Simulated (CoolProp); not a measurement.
C3F8 (R218) at 423.63 K and 9.34 MPa flows at 0.18 m/s in a round tube of 10 mm bore and 0.25 µm roughness, fully developed (64/Re and Nu = 3.66 if laminar; Colebrook and Gnielinski if turbulent). Each further row changes one setting.

Computed with CoolProp (reference Helmholtz-energy equation of state, Lemmon 2006). It is a short technical equation, of lower accuracy than the large ones.

```csv
case,Reynolds number,Darcy friction factor,pressure drop (Pa/m),heat-transfer coefficient (W/(m² K)),mass flow (kg/h)
as stated,26500,0.0243,30.3,384,39.2
velocity 0.36 m/s,52900,0.0207,103,683,78.4
diameter 20 mm,52900,0.0207,12.9,341,157
```

Viscosity comes from a separate model (Huber 2003), an estimate that may be off by 10 % or more. Thermal conductivity comes from a separate model (Huber 2003), an estimate that may be off by 10 % or more.
